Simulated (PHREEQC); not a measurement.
Dissolve 0.042 mol/kgw K2CO3, 0.00021 mol/kgw Fe(NO3)3 and 0.0039 mol/kgw CO2 at 25 °C. Closed to the air; pH follows from the charge balance.

Model: ion-association model, wateq4f.dat, run in PHREEQC.

Each row changes one thing in this solution. No solid was allowed to form.

```json
[
 {"case": "as made", "pH": "10.60", "ionic strength (mol/kgw)": "0.121", "CO3-2 (mol/kgw)": "0.0367", "HCO3- (mol/kgw)": "0.00917", "Fe(OH)3 (mol/kgw)": "4.27e-6", "CO2 (mol/kgw)": "3.90e-7", "SI of Goethite (FeOOH)": "+8.20", "SI of Hematite (Fe2O3)": "+18.42"},
 {"case": "temperature from 25 to 10 °C", "pH": "10.79", "ionic strength (mol/kgw)": "0.121", "CO3-2 (mol/kgw)": "0.0370", "HCO3- (mol/kgw)": "0.00887", "Fe(OH)3 (mol/kgw)": "5.27e-6", "CO2 (mol/kgw)": "3.21e-7", "SI of Goethite (FeOOH)": "+8.70", "SI of Hematite (Fe2O3)": "+19.33"},
 {"case": "diluted 100-fold with water", "pH": "10.20", "ionic strength (mol/kgw)": "0.00105", "CO3-2 (mol/kgw)": "0.000208", "HCO3- (mol/kgw)": "0.000251", "Fe(OH)3 (mol/kgw)": "1.31e-7", "CO2 (mol/kgw)": "3.43e-8", "SI of Goethite (FeOOH)": "+6.68", "SI of Hematite (Fe2O3)": "+15.36"},
 {"case": "K2CO3 from 0.042 to 0.0378 mol/kgw", "pH": "10.56", "ionic strength (mol/kgw)": "0.108", "CO3-2 (mol/kgw)": "0.0326", "HCO3- (mol/kgw)": "0.00912", "Fe(OH)3 (mol/kgw)": "4.70e-6", "CO2 (mol/kgw)": "4.28e-7", "SI of Goethite (FeOOH)": "+8.24", "SI of Hematite (Fe2O3)": "+18.50"},
 {"case": "CO2 left out", "pH": "11.15", "ionic strength (mol/kgw)": "0.123", "CO3-2 (mol/kgw)": "0.0393", "HCO3- (mol/kgw)": "0.00275", "Fe(OH)3 (mol/kgw)": "1.22e-6", "CO2 (mol/kgw)": "3.28e-8", "SI of Goethite (FeOOH)": "+7.66", "SI of Hematite (Fe2O3)": "+17.33"},
 {"case": "CO2 from 0.0039 to 0.00585 mol/kgw", "pH": "10.44", "ionic strength (mol/kgw)": "0.119", "CO3-2 (mol/kgw)": "0.0350", "HCO3- (mol/kgw)": "0.0129", "Fe(OH)3 (mol/kgw)": "6.23e-6", "CO2 (mol/kgw)": "8.09e-7", "SI of Goethite (FeOOH)": "+8.37", "SI of Hematite (Fe2O3)": "+18.74"},
 {"case": "Fe(NO3)3 from 0.00021 to 0.00105 mol/kgw", "pH": "10.44", "ionic strength (mol/kgw)": "0.118", "CO3-2 (mol/kgw)": "0.0336", "HCO3- (mol/kgw)": "0.0123", "Fe(OH)3 (mol/kgw)": "3.10e-5", "CO2 (mol/kgw)": "7.69e-7", "SI of Goethite (FeOOH)": "+9.06", "SI of Hematite (Fe2O3)": "+20.14"}
]
```

Complexes and solids missing from the database can't appear. Some of these states are supersaturated (in Fe(OH)3(a), Hematite (slow to form), Goethite (slow to form), for instance). At this temperature some constants are extrapolated from 25 °C, and those without enthalpy data are left unchanged.
